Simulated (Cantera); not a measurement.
Input: 1 mol FeCl₂, 1.4 mol H₂, at 1025 K and 43.0 mbar.

These are equilibrium values from Cantera (NASA tables, ideal gas, pure condensed phases), not measurements of a reactor. Equilibrium is a limit: real reactors are often held back by kinetics, nucleation or transport.

```tsv
species	before	after
HCl	0.506	0.478
H₂	0.334	0.406
FeCl₂	0.152	0.111
Fe₂Cl₄	0.00741	0.00400
FeCl₃	4.01e-5	2.53e-5
Fe(α), mol	0.603	0.667
```
Gas species are given as mole fractions.

**Question.** Name the change that produced these shifts.
(A) H₂ from 1.4 to 19 mol
(B) H₂ from 1.4 to 1 mol
(C) H₂ from 1.4 to 1.8 mol
(D) H₂ from 1.4 to 25 mol

**Answer.** C, H₂ from 1.4 to 1.8 mol
